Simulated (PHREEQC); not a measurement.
Consider water at 12 °C with 94 mmol/kgw HNO3, 0.24 mmol/kgw AlCl3 and 98 mmol/kgw CuCl2. Closed to the air; pH follows from the charge balance.

Computed with PHREEQC (ion-association model, phreeqc.dat).

Each row changes one thing in this solution. Precipitation was switched off in this run.

| case | pH | CuCl2 (mol/kgw) | CuOH+ (mol/kgw) |
|---|---|---|---|
| as made | 1.14 | 0.000244 | 5.08e-9 |
| AlCl3 left out | 1.14 | 0.000243 | 5.08e-9 |
| AlCl3 from 0.00024 to 0.000264 mol/kgw | 1.14 | 0.000244 | 5.08e-9 |
| HNO3 left out | 4.38 | 0.000285 | 9.42e-6 |
| AlCl3 from 0.00024 to 0.000216 mol/kgw | 1.14 | 0.000244 | 5.08e-9 |

Constants without temperature data keep their 25 °C values here.
